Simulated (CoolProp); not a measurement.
Decamethylcyclopentasiloxane (D5) along the isobar 6170 kPa: density (kg/m³) from the reference equation and from simpler models built on Tc = 618.3 K, pc = 1078 kPa, ω = 0.631; each cubic takes its own stable root.

Model: reference Helmholtz-energy equation of state, Thol 2019, in CoolProp.

```csv
T (K),phase,reference
529.2,liquid,726.8
540,liquid,714.9
550.9,liquid,702.8
561.8,liquid,690.4
572.7,liquid,677.9
583.6,liquid,665.2
594.5,liquid,652.2
605.3,liquid,639.2
```

### Question
How far does each simpler model (van der Waals, Peng-Robinson) lie from the reference over these 8 states: mean and median of the absolute difference, and the worst?

### Answer
- van der Waals: mean 33.2 %, median 33.3 %, worst -35.4 % at 529.2 K and 6170 kPa
- Peng-Robinson: mean 1.5 %, median 1.6 %, worst +1.7 % at 540 K and 6170 kPa
